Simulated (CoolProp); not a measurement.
Saturation properties of ethylbenzene.

The numbers come from the reference Helmholtz-energy equation of state, Zhou 2012 in CoolProp.

```json
[
 {"T (K)": "331.1", "p (MPa)": "0.006759", "vapour density (kg/m³)": "0.2622", "liquid conductivity (mW/(m K))": "119"},
 {"T (K)": "339.2", "p (MPa)": "0.009596", "vapour density (kg/m³)": "0.3641", "liquid conductivity (mW/(m K))": "118"},
 {"T (K)": "347.2", "p (MPa)": "0.01331", "vapour density (kg/m³)": "0.4944", "liquid conductivity (mW/(m K))": "116"},
 {"T (K)": "355.3", "p (MPa)": "0.01820", "vapour density (kg/m³)": "0.6626", "liquid conductivity (mW/(m K))": "114"},
 {"T (K)": "363.4", "p (MPa)": "0.02448", "vapour density (kg/m³)": "0.8742", "liquid conductivity (mW/(m K))": "112"},
 {"T (K)": "371.5", "p (MPa)": "0.03243", "vapour density (kg/m³)": "1.137", "liquid conductivity (mW/(m K))": "110"},
 {"T (K)": "379.6", "p (MPa)": "0.04234", "vapour density (kg/m³)": "1.459", "liquid conductivity (mW/(m K))": "108"},
 {"T (K)": "387.7", "p (MPa)": "0.05457", "vapour density (kg/m³)": "1.850", "liquid conductivity (mW/(m K))": "106"},
 {"T (K)": "395.8", "p (MPa)": "0.06946", "vapour density (kg/m³)": "2.320", "liquid conductivity (mW/(m K))": "105"},
 {"T (K)": "403.9", "p (MPa)": "0.08741", "vapour density (kg/m³)": "2.878", "liquid conductivity (mW/(m K))": "103"},
 {"T (K)": "411.9", "p (MPa)": "0.1086", "vapour density (kg/m³)": "3.529", "liquid conductivity (mW/(m K))": "101"},
 {"T (K)": "420", "p (MPa)": "0.1339", "vapour density (kg/m³)": "4.300", "liquid conductivity (mW/(m K))": "99.8"},
 {"T (K)": "428.1", "p (MPa)": "0.1635", "vapour density (kg/m³)": "5.198", "liquid conductivity (mW/(m K))": "98.2"},
 {"T (K)": "436.2", "p (MPa)": "0.1981", "vapour density (kg/m³)": "6.236", "liquid conductivity (mW/(m K))": "96.7"}
]
```

It boils at 409.3 K under 1 atm.

Thermal conductivity comes from a separate model (Mylona 2014).
